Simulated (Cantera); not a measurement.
Input: 1 mol K2SO4, 0.5 mol H2O, 9.8 mol CO2, held at 6.60 bar.

Cantera equilibrium calculation (NASA polynomials, part measured and part estimated; ideal gas, pure solids and liquids). Candidate condensed phases: C, C6H6, C7H8, C8H18, H2O, H2SO4, K, KOH, KO2, K2CO3, K2O, K2O2, K2S, K2SO4, S; 130 gas species. The numbers say what is thermodynamically allowed, not how fast it happens. All values below are at 2000 K.

Base state: CO2 0.914, H2O 0.0363, KOH 0.0207, SO2 0.0109, O2 0.00827, CO 0.00517, K2SO4 0.00253, K 0.00116 (mole fractions); condensed: K2SO4(l).

**Question.** What changes in the equilibrium state with this change: K2SO4 replaced by Mg(OH)2?

**Answer.** 
```tsv
species	before	after
CO2	0.914	0.857
H2O	0.0363	0.132
CO	0.00517	0.00731
KOH	0.0207	0
SO2	0.0109	0
K2SO4	0.00253	0
K	0.00116	0
KO	4.25e-5	0
SO3	1.44e-5	0
K2SO4(l), mol	0.856	0
MgO(s), mol	0	1.000
```
Further candidate phases: Mg, MgCO3, MgO, Mg(OH)2.
